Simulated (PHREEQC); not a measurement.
**Brine (model solution)**

Make-up at 75 °C: 1.7 mol MgCl2, 0.0084 mol K2SO4 and 0.15 mol NaCl per kg of water. Closed to the air; pH follows from the charge balance.

All values are PHREEQC results (Pitzer model, pitzer.dat), not measurements.

This is a speciation only: nothing precipitates in the calculation.

**Question.** Estimate the activity of water, density, osmotic coefficient.

**Answer.** activity of water 0.882; density 1.101 g/cm³; osmotic coefficient 1.279.

Species that the database lacks are ignored. At this temperature some constants are extrapolated from 25 °C, and those without enthalpy data are left unchanged.
